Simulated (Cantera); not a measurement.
Input: 1 mol C2F6, 0.072 mol HCl, held at 7.80 Pa.

Cantera equilibrium calculation (NASA polynomials, part measured and part estimated; ideal gas, pure solids and liquids). Candidate condensed phases: C, C6H6, C7H8, C8H18; 118 gas species. The feed counts by its element totals alone. Gases not in the tables: C2F6 and larger saturated fluorocarbons. Kinetics and transport are ignored.

Which condensed phases are stable at each of these points (T (°C)): 1527, 1627, 1727, 1827, 1927, 2027, 2127, 2227, 2327, 2427, 2527, 2627?


| T (°C) | condensed phases | C condensed (%) |
|---|---|---|
| 1527 | C(graphite) | 21.5 |
| 1627 | C(graphite) | 18.5 |
| 1727 | C(graphite) | 29.8 |
| 1827 | C(graphite) | 56.4 |
| 1927 | C(graphite) | 75.8 |
| 2027 | C(graphite) | 85.1 |
| 2127 | C(graphite) | 87.2 |
| 2227 | C(graphite) | 81.6 |
| 2327 | C(graphite) | 55.2 |
| 2427 | gas only | 0.0 |
| 2527 | gas only | 0.0 |
| 2627 | gas only | 0.0 |

From 1527 °C to 2327 °C the condensed part is C(graphite). From 2427 °C to 2627 °C nothing is condensed.
